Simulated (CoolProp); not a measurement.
Vapour-liquid equilibrium of n-hexane (1) + p-xylene (2) at 0.157 MPa; x and y are mole fractions of (1).

Model: multi-fluid Helmholtz-energy mixture model, Thol 2019 and Zhou 2012; pair parameters Bell 2016, in CoolProp.

| x | bubble temperature, mixture model (K) | bubble temperature, Raoult's law (K) | y, mixture model | y, Raoult's law |
|---|---|---|---|---|
| 0.05 | 419.0 | 420.4 | 0.241 | 0.227 |
| 0.125 | 407.3 | 409.9 | 0.477 | 0.459 |
| 0.2 | 398.2 | 401.2 | 0.623 | 0.610 |
| 0.275 | 390.9 | 394.0 | 0.719 | 0.714 |
| 0.35 | 385.0 | 387.8 | 0.786 | 0.787 |
| 0.425 | 380.0 | 382.4 | 0.834 | 0.841 |
| 0.5 | 375.8 | 377.7 | 0.871 | 0.881 |
| 0.575 | 372.1 | 373.6 | 0.900 | 0.912 |
| 0.65 | 368.8 | 369.8 | 0.924 | 0.936 |
| 0.725 | 365.8 | 366.5 | 0.944 | 0.955 |
| 0.8 | 363.1 | 363.4 | 0.961 | 0.971 |
| 0.875 | 360.5 | 360.7 | 0.977 | 0.984 |
| 0.95 | 358.1 | 358.1 | 0.991 | 0.994 |

The largest gap from Raoult's law is -3.1 K in bubble temperature, at x = 0.275. No azeotrope shows between x = 0.05 and 0.95.

The pair parameters rest on a limited set of measurements; away from them the model extrapolates.
